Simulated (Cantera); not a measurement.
Input: 1 mol n-butane, 0.02 mol NH3, equilibrated at 677 °C and 1900000 Pa.

These are equilibrium values from Cantera (NASA tables, ideal gas, pure condensed phases), not measurements of a reactor. Equilibrium is a limit: real reactors are often held back by kinetics, nucleation or transport.

| species | before | after |
|---|---|---|
| CH4 | 0.573 | 0.532 |
| H2 | 0.424 | 0.409 |
| N2 | 0.00300 | 0.0580 |
| NH3 | 0.000237 | 0.000986 |
| C2H6 | 8.59e-5 | 7.70e-5 |
| C(graphite), mol | 2.16 | 1.95 |
Gas species are given as mole fractions.

Q: What was changed between the two runs?
A) NH3 from 0.02 to 0.053 mol
B) temperature from 677 °C to 575 °C
C) pressure from 1900000 Pa to 92000 Pa
D) NH3 from 0.02 to 0.45 mol

A: D, NH3 from 0.02 to 0.45 mol
